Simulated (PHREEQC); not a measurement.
Consider water at 60 °C with 180 mmol/kgw HF, 3.7 mmol/kgw NH4HF2, 1.2 mmol/kgw H2SiF6 and 0.57 mmol/kgw H3PO4. Closed to the air; pH follows from the charge balance.

Equilibrium calculation in PHREEQC: ion-association model, wateq4f.dat.

This is a speciation only: nothing precipitates in the calculation.

Question: What pH, ionic strength does the model give?

Answer: pH 2.06; ionic strength 0.0145 mol/kgw.

Question: In which forms is F present?

Answer: HF 74 %, H2F2 15 %, HF2- 4.3 %, SiF6-2 3.7 %, F- 3.4 % of the F.

wateq4f.dat counts part of the HF as a dimer, H2F2, which phreeqc.dat doesn't know; its constant is uncertain. H3PO4, which wateq4f.dat lacks, is added to it with the constant of phreeqc.dat. Constants without temperature data keep their 25 °C values here. SiF6-2 is the database's only silicon fluoride.
